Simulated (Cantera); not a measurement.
Gas mixture: CH₃OH : C₂H₄ = 0.55 : 0.76 (molar parts), at 3.38 Torr, frozen composition.

Cantera's kinetic-theory transport with the Lennard-Jones parameters of GRI-Mech 3.0, ideal gas; thermal conductivity in the mixture-averaged form. Polar gases are described roughly by these parameters.

D: mixture-averaged diffusion coefficient of that species in the mixture.

```
T (K)  ρ (kg/m³)  cp (J/kg/K)  μ (µPa s)  λ (mW/m/K)     Pr  D (cm²/s) CH₃  D (cm²/s) H₂O  D (cm²/s) C₂H₂
-----  ---------  -----------  ---------  ----------  -----  -------------  -------------  --------------
400      0.00402         1753       13.2           …  0.743           64.9           63.4            47.4
500      0.00322         2056       16.4           …  0.744           98.0           98.8            72.2
600      0.00268         2335       19.4           …  0.748            136            141             101
700      0.00230         2572       22.2           …  0.749            179            190             134
800      0.00201         2764       24.8           …  0.747            226            244             169
900      0.00179         2930       27.3           …  0.744            278            303             209
```

Question: Complete the blanks.

Answer: 
- 400, λ (mW/m/K): 31.2
- 500, λ (mW/m/K): 45.3
- 600, λ (mW/m/K): 60.5
- 700, λ (mW/m/K): 76.1
- 800, λ (mW/m/K): 91.9
- 900, λ (mW/m/K): 108
